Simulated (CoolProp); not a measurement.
Vapour pressure (MPa) of ethylbenzene: the reference equation beside estimates from Tc = 617.1 K, pc = 3.622 MPa, ω = 0.304. Clausius-Clapeyron is anchored at 472.9 K with a constant enthalpy of vaporisation of 30.96 kJ/mol.

The numbers come from the reference Helmholtz-energy equation of state, Zhou 2012 in CoolProp.

```tsv
T (K)	reference	Clausius-Clapeyron	van der Waals	Redlich-Kwong	Soave-Redlich-Kwong	Peng-Robinson
462	0.3465	0.3570	1.014	0.5448	[?]	0.3465
472.9	0.4298	0.4298	1.135	0.6506	0.4350	0.4302
483.8	0.5275	0.5133	1.264	[?]	0.5351	0.5287
494.8	0.6421	[?]	1.403	0.9051	0.6529	0.6445
505.7	0.7732	0.7163	1.550	1.054	0.7879	0.7773
516.6	0.9233	0.8367	[?]	1.219	0.9426	0.9299
527.6	1.096	[?]	1.875	1.403	1.121	1.106
538.5	1.290	1.122	2.051	1.603	1.320	1.303
549.5	1.511	1.288	2.239	1.822	1.548	1.529
```

Task: Fill in the missing entries.

Result: 
- 462, Soave-Redlich-Kwong: 0.3497
- 483.8, Redlich-Kwong: 0.7700
- 494.8, Clausius-Clapeyron: 0.6090
- 516.6, van der Waals: 1.707
- 527.6, Clausius-Clapeyron: 0.9723

Absolute difference from the reference over all 9 rows, mean and median: Clausius-Clapeyron 7.4 and 7.4 %, van der Waals 108.7 and 100.5 %, Redlich-Kwong 37.4 and 36.3 %, Soave-Redlich-Kwong 1.8 and 1.9 %, Peng-Robinson 0.6 and 0.5 %.
